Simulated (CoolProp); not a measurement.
Isohexane at 176.87 K and 0.116 MPa is throttled through a valve to 0.0453 MPa with no heat exchange. Each further row changes one setting.

Model: reference Helmholtz-energy equation of state, Lemmon 2006, in CoolProp. It is a short technical equation, of lower accuracy than the large ones.

```
case                        temperature change (K)
--------------------------  ----------------------
as stated                                     +0.0
outlet pressure 0.0136 MPa                    +0.1
outlet pressure 0.0589 MPa                    +0.0
```
